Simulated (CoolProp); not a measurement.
CH2F2 (R32) at 293.15 K and 0.623 MPa is compressed adiabatically to 1.43 MPa with isentropic efficiency 0.6. Each further row changes one setting.

Model: reference Helmholtz-energy equation of state, Tillner-Roth 1997, in CoolProp.

```tsv
case	work (kJ/kg)	final temperature (K)	final density (kg/m³)
as stated	63.8	369.3	[?]
efficiency 1	[?]	345.6	[?]
efficiency 0.65	[?]	364.7	26.9
```

Task: Fill in the missing entries.

Result: 
- as stated, final density (kg/m³): 26.4
- efficiency 1, work (kJ/kg): 38.3
- efficiency 1, final density (kg/m³): 29.0
- efficiency 0.65, work (kJ/kg): 58.9
